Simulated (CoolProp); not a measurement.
Saturation properties of octamethyltrisiloxane (MDM).

Model: reference Helmholtz-energy equation of state, Thol 2017, in CoolProp.

| T (K) | p (kPa) | liquid density (kg/m³) | vapour density (kg/m³) | surface tension (mN/m) |
|---|---|---|---|---|
| 271.5 | 0.06992 | 841.7 | 0.007328 | 19.1 |
| 293.8 | 0.3736 | 819.6 | 0.03621 | … |
| 316.1 | 1.486 | … | 0.1342 | … |
| 338.4 | 4.698 | … | 0.3979 | 13.0 |
| 360.7 | 12.39 | 750.4 | 0.9928 | 11.2 |
| 383 | 28.28 | 725.8 | … | 9.45 |
| 405.3 | 57.54 | … | … | 7.79 |
| 427.6 | 106.7 | 672.7 | 7.689 | 6.24 |
| 449.9 | 183.3 | 643.3 | 13.08 | … |

**Question.** Some entries are withheld; supply them.

**Answer.** 
- 293.8, surface tension (mN/m): 17.0
- 316.1, liquid density (kg/m³): 797.1
- 316.1, surface tension (mN/m): 15.0
- 338.4, liquid density (kg/m³): 774.1
- 383, vapour density (kg/m³): 2.164
- 405.3, liquid density (kg/m³): 700.0
- 405.3, vapour density (kg/m³): 4.249
- 449.9, surface tension (mN/m): 4.81

It boils at 425.6 K under 1 atm.

Surface tension comes from a separate correlation (Mulero 2014), older than this fluid's equation and unchecked against measurements.
